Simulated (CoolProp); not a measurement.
Vapour-liquid equilibrium of carbon dioxide (1) + neopentane (2) at -1.95 °C; x and y are mole fractions of (1).

Model: multi-fluid Helmholtz-energy mixture model, Span 1996 and Lemmon 2006; pair parameters Bell 2016, in CoolProp.

| x | bubble pressure (kPa) | y at the bubble point | dew pressure at overall composition x (kPa) | liquid density (mol/L) |
|---|---|---|---|---|
| 0.05 | 274.6 | 0.758 | 69.21 | 8.804 |
| 0.125 | 599.2 | 0.888 | 75.24 | 9.294 |
| 0.2 | 916.1 | 0.926 | 82.39 | 9.826 |
| 0.275 | 1208 | 0.943 | 91.01 | 10.40 |
| 0.35 | 1464 | 0.953 | 101.6 | 11.04 |
| 0.425 | 1685 | 0.960 | 114.9 | 11.73 |
| 0.5 | 1876 | 0.964 | 132.3 | 12.50 |
| 0.575 | 2048 | 0.968 | 155.8 | 13.35 |
| 0.65 | 2214 | 0.972 | 189.3 | 14.31 |
| 0.725 | 2388 | 0.976 | 241.3 | 15.40 |
| 0.8 | 2584 | 0.981 | 332.8 | 16.66 |
| 0.875 | 2816 | 0.986 | 536.5 | 18.14 |
| 0.95 | 3094 | 0.994 | 1371 | 19.92 |

No azeotrope shows between x = 0.05 and 0.95.

The pair parameters rest on a limited set of measurements; away from them the model extrapolates. The gap from Raoult's law changes sign with composition, which may be real or a fault of the pair parameters; it wasn't checked against measurements.
